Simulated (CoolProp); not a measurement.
Oxygen at 298.15 K and 2.19 MPa is throttled through a valve to 0.21 MPa with no heat exchange. Each further row changes one setting.

Values from CoolProp's reference Helmholtz-energy equation of state, Schmidt 1985.

```tsv
case	temperature change (K)	final density (kg/m³)
as stated	___	___
outlet pressure 0.063 MPa	___	___
outlet pressure 0.273 MPa	___	___
```

Problem. Fill in the missing entries.

Solution. 
- as stated, temperature change (K): -5.3
- as stated, final density (kg/m³): 2.76
- outlet pressure 0.063 MPa, temperature change (K): -5.7
- outlet pressure 0.063 MPa, final density (kg/m³): 0.829
- outlet pressure 0.273 MPa, temperature change (K): -5.1
- outlet pressure 0.273 MPa, final density (kg/m³): 3.59
